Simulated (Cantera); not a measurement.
Input (Python, Cantera) and output of one run.

```python
import numpy as np
import cantera as ct

gas_names = """
    NO N2O TaO2
""".split()
cond_names = """
    Ta(cr) Ta(L)
""".split()


# ... load() reads the species with a 1 bar reference pressure and builds the phases ...
species = {s.name: s for s in load("nasa_gas.yaml", gas_names) + load("nasa_condensed.yaml", cond_names)}
# Each term lists the table entries of one substance; the one whose range holds T is used.
reactions = {
    '4 NO(g) + Ta = 2 N2O(g) + TaO2(g)':
        [(-4, ['NO']), (-1, ['Ta(cr)', 'Ta(L)']), (2, ['N2O']), (1, ['TaO2'])],
}


def pick(names, T):
    return next(species[n] for n in names if species[n].thermo.min_temp <= T <= species[n].thermo.max_temp)


results = []
for label, terms in reactions.items():
    print(label)
    print("     T/K   dH/kJ  dS/(J/K)   dG/kJ   log10 K")
    for T in [1075, 1275, 1475, 1675, 1875]:
        used = [(nu, pick(names, T)) for nu, names in terms]
        dH = sum(nu * s.thermo.h(T) for nu, s in used) / 1e6
        dS = sum(nu * s.thermo.s(T) for nu, s in used) / 1e3
        dG = dH - T * dS / 1e3
        logK = -dG * 1e6 / (ct.gas_constant * T * np.log(10))
        results.append((label, T, dH, dS, dG, logK, [s.name for _, s in used]))
        print(f"{T:8g} {dH:8.1f} {dS:8.1f} {dG:8.1f} {logK:8.2f}")
```

It prints:

```
4 NO(g) + Ta = 2 N2O(g) + TaO2(g)
     T/K   dH/kJ  dS/(J/K)   dG/kJ   log10 K
    1075   -405.4   -171.9   -220.6    10.72
    1275   -404.9   -171.5   -186.3     7.63
    1475   -404.3   -171.0   -152.0     5.38
    1675   -403.8   -170.7   -117.9     3.68
    1875   -403.3   -170.4    -83.8     2.33
```

Source: NASA polynomial tables (part measured, part estimated), evaluated in Cantera. Condensed species are held in their standard states even where they would react or evaporate.
